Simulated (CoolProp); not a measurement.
Vapour-liquid equilibrium of ethylene (1) + 1-butene (2) at 0.0223 MPa; x and y are mole fractions of (1).

Computed with CoolProp (multi-fluid Helmholtz-energy mixture model, Smukala 2000 and Lemmon 2005; pair parameters Bell 2016).

```csv
x,"bubble temperature, mixture model (°C)","bubble temperature, Raoult's law (°C)","y, mixture model","y, Raoult's law"
0.05,-76.6,-75.9,0.913,0.910
0.2,-103.4,-102.2,0.994,0.993
0.35,-112.1,-111.3,0.998,0.998
0.5,-117.1,-116.5,0.999,0.999
0.65,-120.5,-120.2,1.000,1.000
0.8,-123.0,-122.9,1.000,1.000
0.95,-125.1,-125.1,1.000,1.000
```

The largest gap from Raoult's law is -1.2 K in bubble temperature, at x = 0.2. No azeotrope shows between x = 0.05 and 0.95.

Pair parameters are fitted to limited data, so mixtures are less certain than the pure fluids.
